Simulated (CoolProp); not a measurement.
500 sccm (0 °C, 1 atm) of nitrogen bubbles through liquid decamethyltetrasiloxane (MD2M) at 369.3 K and leaves saturated at a total pressure of 0.0769 MPa (ideal gas phase). Each further row changes one setting.

Model: reference Helmholtz-energy equation of state, Thol 2017, in CoolProp.

| case | vapour pressure (kPa) | mole fraction of vapour | delivery (mg/min) | delivery (sccm) | change of delivery for a bath 1 K warmer (%) |
|---|---|---|---|---|---|
| as stated | 3.87 | … | … | 26.5 | 4.9 |
| bath temperature 374.3 K | 4.84 | 0.0629 | 465 | … | 4.8 |
| total pressure 0.154 MPa | 3.87 | 0.0251 | … | 12.9 | 4.7 |

Problem. Some entries are withheld; supply them.

Solution. 
- as stated, mole fraction of vapour: 0.0504
- as stated, delivery (mg/min): 368
- bath temperature 374.3 K, delivery (sccm): 33.6
- total pressure 0.154 MPa, delivery (mg/min): 179
